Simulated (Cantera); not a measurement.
Input (Python, Cantera) and output of one run.

```python
import numpy as np
import cantera as ct

gas_names = """
    H H2 Si SiH SiH2 SiH3 SiH4 Si2 Si3
""".split()
cond_names = """
    Si(cr) Si(L)
""".split()


# ... load() reads the species with a 1 bar reference pressure and builds the phases ...
atoms = {
    'Si': {'Si': 1},
    'H2': {'H': 2},
}
top_T = {}  # K; cautious upper limits of use, not melting points


# ... equilibrate(T, P, feed) seeds the gas with the atoms and calls Mixture.equilibrate('TP', solver="vcs", rtol=1e-11, max_steps=5000) ...
results = []
feed = {'Si': 1, 'H2': 7.1}  # mol
P = 120000  # Pa
for T in [1098, 1173, 1248, 1323, 1398, 1473, 1548, 1623, 1698]:
    mix = equilibrate(T, P, feed)
    results.append((T, P, feed, dict(zip(mix.species_names, mix.species_moles))))

top = {s: max(r[3][s] / sum(r[3][g] for g in gas_names) for r in results) for s in gas_names}
cols = sorted((s for s in top if top[s] > 0.0001), key=lambda s: -top[s])[:6]
seen = [c for c in cond_names if any(r[3].get(c, 0) > 1e-12 for r in results)]
print("log10 of partial pressures in bar; condensed amounts in mol")
print(f"{'T/K':>10s}" + "".join(f"{s[:9]:>10s}" for s in cols + seen))
for T, P, feed, n in results:
    ng = sum(n[g] for g in gas_names)
    print(f"{T:10.4g}" + "".join(f"{np.log10(max(n[s] / ng * P / 1e5, 1e-99)):10.3f}" for s in cols)
          + "".join(f"{n.get(c, 0):10.4g}" for c in seen))
```

Output:

```
log10 of partial pressures in bar; condensed amounts in mol
       T/K        H2         H    Si(cr)     Si(L)
      1098     0.079    -7.567         1         0
      1173     0.079    -6.889         1         0
      1248     0.079    -6.291         1         0
      1323     0.079    -5.760         1         0
      1398     0.079    -5.285         1         0
      1473     0.079    -4.858         1         0
      1548     0.079    -4.472         1         0
      1623     0.079    -4.121    0.9999         0
      1698     0.079    -3.800         0    0.9999
```

These are equilibrium values from Cantera (NASA tables, ideal gas, pure condensed phases), not measurements of a reactor. Gases not in the tables: Si2H6 and higher silanes.
